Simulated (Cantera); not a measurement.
Calcination and drying: KOH + C + H₂

Feed: 1 mol KOH, 1.2 mol C, 0.031 mol H₂, equilibrated at 0.133 bar.

Equilibrium computed with Cantera from the NASA thermochemical tables; the gas is ideal and each condensed phase is pure. Candidate condensed phases: C, C₆H₆, C₇H₈, C₈H₁₈, H₂O, K, KOH, KO₂, K₂CO₃, K₂O, K₂O₂; 116 gas species. Rates play no part.

| T (K) | x H₂ | x CO | x K | x CH₄ | x K₂ | x KOH | x H | x H₂O | n C(graphite) | n K(l) | n K₂CO₃(s) |
|---|---|---|---|---|---|---|---|---|---|---|---|
| 773 | 0.593 | 1.62e-8 | 0.298 | 0.0994 | 0.00955 | 1.06e-5 | 1.91e-12 | 6.11e-8 | 0.800 | 0.121 | 0.333 |
| 873 | 0.589 | 4.45e-6 | 0.384 | 0.0208 | 0.00587 | 8.86e-5 | 9.83e-11 | 1.49e-6 | 0.849 | 0 | 0.333 |
| 973 | 0.606 | 0.000425 | 0.384 | 0.00630 | 0.00264 | 0.000441 | 2.31e-9 | 2.14e-5 | 0.861 | 0 | 0.333 |
| 1073 | 0.594 | 0.0167 | 0.384 | 0.00216 | 0.00137 | 0.00155 | 2.96e-8 | 0.000172 | 0.855 | 0 | 0.328 |
| 1173 | 0.266 | 0.338 | 0.392 | 0.000184 | 0.000825 | 0.00293 | 1.67e-7 | 0.000425 | 0.423 | 0 | 0.108 |
| 1273 | 0.210 | 0.395 | 0.394 | 5.50e-5 | 0.000523 | 0.000576 | 8.94e-7 | 0.000131 | 0.202 | 0 | 0 |
| 1373 | 0.210 | 0.395 | 0.394 | 2.95e-5 | 0.000349 | 0.000139 | 4.18e-6 | 5.17e-5 | 0.201 | 0 | 0 |
| 1473 | 0.210 | 0.395 | 0.395 | 1.72e-5 | 0.000244 | 4.10e-5 | 1.59e-5 | 2.31e-5 | 0.200 | 0 | 0 |
| 1573 | 0.210 | 0.395 | 0.395 | 1.08e-5 | 0.000178 | 1.42e-5 | 5.10e-5 | 1.15e-5 | 0.200 | 0 | 0 |
| 1673 | 0.210 | 0.395 | 0.395 | 7.11e-6 | 0.000134 | 5.58e-6 | 0.000143 | 6.21e-6 | 0.200 | 0 | 0 |
| 1773 | 0.209 | 0.395 | 0.395 | 4.93e-6 | 0.000103 | 2.45e-6 | 0.000357 | 3.60e-6 | 0.200 | 0 | 0 |
| 1873 | 0.209 | 0.395 | 0.395 | 3.56e-6 | 8.16e-5 | 1.18e-6 | 0.000808 | 2.22e-6 | 0.200 | 0 | 0 |
x: gas mole fraction; n: condensed amount in mol.

At 773 K the condensed part is C(graphite) + K(l) + K₂CO₃(s). From 873 K to 1173 K the condensed part is C(graphite) + K₂CO₃(s). From 1273 K to 1873 K the condensed part is C(graphite). The main K-bearing gas is K throughout.
